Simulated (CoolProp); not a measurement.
A closed Brayton cycle with carbon dioxide: compressor inlet 308.15 K and 8.5 MPa, high pressure 24.2 MPa, turbine inlet 995 K, compressor efficiency 0.85, turbine efficiency 0.9, recuperator effectiveness 0.9 (on enthalpy, no pinch check). Each further row changes one setting.

Computed with CoolProp (reference Helmholtz-energy equation of state, Span 1996).

| case | thermal efficiency (%) | net work (kJ/kg) | compressor to turbine work | compressor exit (K) | turbine exit (K) |
|---|---|---|---|---|---|
| as stated | (withheld) | 141 | 0.16 | 341.8 | 854.3 |
| turbine inlet 945 K | 38.0 | 132 | 0.17 | 341.8 | 809.1 |
| compressor inlet 318.15 K | 38.8 | (withheld) | 0.28 | (withheld) | 854.3 |
| high pressure 20.6 MPa | (withheld) | 122 | (withheld) | 335.9 | 875.2 |
| recuperator effectiveness 0.5 | 23.2 | 141 | 0.16 | 341.8 | 854.3 |

**Question.** Fill in the missing entries.

**Answer.** 
- as stated, thermal efficiency (%): 39.0
- compressor inlet 318.15 K, net work (kJ/kg): 121
- compressor inlet 318.15 K, compressor exit (K): 395.7
- high pressure 20.6 MPa, thermal efficiency (%): 36.5
- high pressure 20.6 MPa, compressor to turbine work: 0.15
